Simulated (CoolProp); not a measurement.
Vapour-liquid equilibrium of carbon dioxide (1) + R125 (2) at 0.522 MPa; x and y are mole fractions of (1).

Model: multi-fluid Helmholtz-energy mixture model, Span 1996 and Lemmon 2005; pair parameters Bell 2016, in CoolProp.

```csv
x,bubble temperature (K),y at the bubble point,dew temperature at overall composition x (K),liquid density (mol/L)
0.05,258.6,0.226,264.0,11.83
0.15,247.5,0.524,261.0,12.90
0.25,239.4,0.687,(withheld),13.98
0.35,233.7,0.781,254.4,15.11
0.45,229.5,0.840,250.6,16.31
0.55,226.3,0.880,246.3,(withheld)
0.65,223.7,0.911,241.5,19.15
0.75,221.5,0.937,(withheld),20.89
0.85,219.6,0.962,228.7,22.93
0.95,217.7,0.987,220.5,25.36
```

**Question.** Some entries are withheld; supply them.

**Answer.** 
- 0.25, dew temperature at overall composition x (K): 257.9
- 0.55, liquid density (mol/L): 17.65
- 0.75, dew temperature at overall composition x (K): 235.7

No azeotrope shows between x = 0.05 and 0.95.

The pair parameters rest on a limited set of measurements; away from them the model extrapolates.
